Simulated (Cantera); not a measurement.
A closed system holds: 1 mol C2H2, 0.15 mol H2O, 0.48 mol N2, held at 2502 °C and 0.000310 bar.

Method: chemical equilibrium by Gibbs-energy minimisation in Cantera with the NASA 1993 tables (ideal gas, pure condensed phases). Kinetics and transport are ignored.

```csv
species,before,after
H2,0.0243,0.634
N2,0.138,0.267
CO,0.0472,0.0837
H,0.662,0.0131
C3,0.0747,<1e-9
C,0.0161,<1e-9
CN,0.0170,6.02e-7
C2,0.00726,<1e-9
C5,0.000654,<1e-9
C2H,0.00246,1.47e-8
C4,0.000126,<1e-9
N,6.13e-5,<1e-9
CH,2.97e-5,<1e-9
"C(graphite), mol",0.926,1.85
```
Gas species are given as mole fractions.

What was changed between the two runs?
A) temperature from 2502 °C to 1850 °C
B) temperature from 2502 °C to 1502 °C
C) H2O from 0.15 to 1 mol
D) temperature from 2502 °C to 450 °C

B, temperature from 2502 °C to 1502 °C
